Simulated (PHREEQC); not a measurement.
Solution (25 °C): 0.024 mol NH4HF2, 0.028 mol (NH4)2SiF6, 0.002 mol H3BO3 and 0.16 mol H2SO4 per kg of water. Closed to the air; pH follows from the charge balance.

Model: ion-association model, phreeqc.dat, run in PHREEQC.

| quantity | before | after |
|---|---|---|
| pH | 0.87 | 0.83 |
| ionic strength (mol/kgw) | 0.303 | 0.291 |
| HSO4- (mol/kgw) | 0.126 | 0.130 |
| NH4+ (mol/kgw) | 0.0741 | 0.0521 |
| HF (mol/kgw) | 0.0396 | 0.00813 |
| SO4-2 (mol/kgw) | 0.0282 | 0.0263 |
| SI of Quartz (SiO2) | -2.80 | +1.37 |

Problem. Name the change that produced these shifts.
(A) H3BO3 from 0.002 to 0.001 mol/kgw
(B) NH4HF2 left out
(C) (NH4)2SiF6 from 0.028 to 0.042 mol/kgw
(D) diluted 100-fold with water
(E) (NH4)2SiF6 from 0.028 to 0.014 mol/kgw

Solution. B, NH4HF2 left out

Precipitation was switched off in this run. Some of these states are supersaturated (in SiO2(a), Quartz (slow to form), for instance). SiF6-2 is the database's only silicon fluoride. Real BF4- forms and hydrolyses slowly; the run takes it at equilibrium.
